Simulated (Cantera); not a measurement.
What does this Cantera script print?

```python
import numpy as np
import cantera as ct

gas_names = """
    N N2 Si SiN Si2 Si2N Si3
""".split()
cond_names = """
    Si(cr) Si(L) Si3N4(a)
""".split()


# ... load() reads the species with a 1 bar reference pressure and builds the phases ...
atoms = {
    'Si3N4': {'Si': 3, 'N': 4},
    'N2': {'N': 2},
}
top_T = {'Si3N4(a)': 2400}  # K; cautious upper limits of use, not melting points


# ... equilibrate(T, P, feed) seeds the gas with the atoms and calls Mixture.equilibrate('TP', solver="vcs", rtol=1e-11, max_steps=5000) ...
results = []
feed = {'Si3N4': 1, 'N2': 0.01}  # mol
T = 1700  # K
P = 76  # Pa
mix = equilibrate(T, P, feed)
results.append((T, P, feed, dict(zip(mix.species_names, mix.species_moles))))
x = sorted(zip(gas.X, gas.species_names), reverse=True)
print(f"T = {T:g} K  P = {P:g} Pa  gas = {mix.phase_moles(0):.4g} mol")
print("   x: " + "  ".join(f"{s} {v:.3e}" for v, s in x if v > 1e-06))
print("   condensed (mol): " + ("  ".join(f"{mix.phase(i).name} {mix.phase_moles(i):.4g}"
      for i in range(1, mix.n_phases) if mix.phase_moles(i) > 1e-12) or "none"))
```

Output:

```
T = 1700 K  P = 76 Pa  gas = 2.012 mol
   x: N2 9.991e-01  Si 8.928e-04  Si2N 2.690e-05  SiN 1.490e-05  Si2 3.914e-06
   condensed (mol): Si(L) 2.998
```

Method: chemical equilibrium by Gibbs-energy minimisation in Cantera with the NASA 1993 tables (ideal gas, pure condensed phases). The tables' values for SiN are old estimates; treat these amounts as uncertain.
